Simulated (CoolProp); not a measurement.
Decamethylcyclopentasiloxane (D5) along the isotherm 620 K: fugacity coefficient from the reference equation and from simpler models built on Tc = 618.3 K, pc = 1.078 MPa, ω = 0.631; each cubic takes its own stable root.

The numbers come from the reference Helmholtz-energy equation of state, Thol 2019 in CoolProp.

```
p (MPa)          phase  reference
-------  -------------  ---------
0.017              gas     0.9944
0.0257             gas     0.9916
0.0388             gas     0.9873
0.0585             gas     0.9809
0.0883             gas     0.9712
0.133              gas     0.9568
0.201              gas     0.9349
0.303              gas     0.9023
0.457              gas     0.8535
0.69               gas     0.7803
1.04               gas     0.6671
1.57     supercritical     0.4876
2.37     supercritical     0.3609
3.57     supercritical     0.2795
5.39     supercritical     0.2307
```

Problem. How far does each simpler model (van der Waals, Redlich-Kwong, Soave-Redlich-Kwong) lie from the reference over these 15 states: mean and median of the absolute difference, and the worst?

Solution. 
- van der Waals: mean 7.3 %, median 1.7 %, worst +37.8 % at 620 K and 5.39 MPa
- Redlich-Kwong: mean 2.6 %, median 0.5 %, worst +12.9 % at 620 K and 5.39 MPa
- Soave-Redlich-Kwong: mean 2.8 %, median 0.5 %, worst +13.6 % at 620 K and 5.39 MPa
